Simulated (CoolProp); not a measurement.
Vapour-liquid equilibrium of ethylene (1) + 1-butene (2) at 0.476 bar; x and y are mole fractions of (1).

Computed with CoolProp (multi-fluid Helmholtz-energy mixture model, Smukala 2000 and Lemmon 2005; pair parameters Bell 2016).

```
x     bubble temperature (K)  y at the bubble point  dew temperature at overall composition x (K)  liquid density (mol/L)
----  ----------------------  ---------------------  --------------------------------------------  ----------------------
0.05                   215.6                  0.841                                             ?                   12.39
0.15                   190.3                  0.978                                         245.5                   13.40
0.25                   179.9                      ?                                         242.9                   14.19
0.35                   173.7                  0.996                                         240.0                       ?
0.45                   169.5                  0.998                                         236.7                   15.73
0.55                   166.3                  0.999                                         233.0                   16.55
0.65                   163.7                  0.999                                             ?                   17.40
0.75                   161.7                  1.000                                         222.7                   18.31
0.85                   159.9                  1.000                                         214.7                   19.27
0.95                   158.3                  1.000                                         199.6                   20.29
```

Task: Some entries are withheld; supply them.

Result: 
- 0.05, dew temperature at overall composition x (K): 247.8
- 0.25, y at the bubble point: 0.992
- 0.35, liquid density (mol/L): 14.96
- 0.65, dew temperature at overall composition x (K): 228.4

No azeotrope shows between x = 0.05 and 0.95.

Pair parameters are fitted to limited data, so mixtures are less certain than the pure fluids. The gap from Raoult's law changes sign with composition, which may be real or a fault of the pair parameters; it wasn't checked against measurements.
